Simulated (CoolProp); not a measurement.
Values from CoolProp's reference Helmholtz-energy equation of state, Gao 2022.

Question: For n-perfluorohexane, give the phase and the density (kg/m³), cv (kJ/(kg K)), speed of sound (m/s), Joule-Thomson coefficient (K/MPa) at 25.05 °C and 83.1 kPa; 25.05 °C and 11500 kPa.

Answer: 
- 25.05 °C and 83.1 kPa: liquid; density 1680, cv 0.852, speed of sound 515, Joule-Thomson coefficient -0.275
- 25.05 °C and 11500 kPa: liquid; density 1720, cv 0.853, speed of sound 585, Joule-Thomson coefficient -0.317
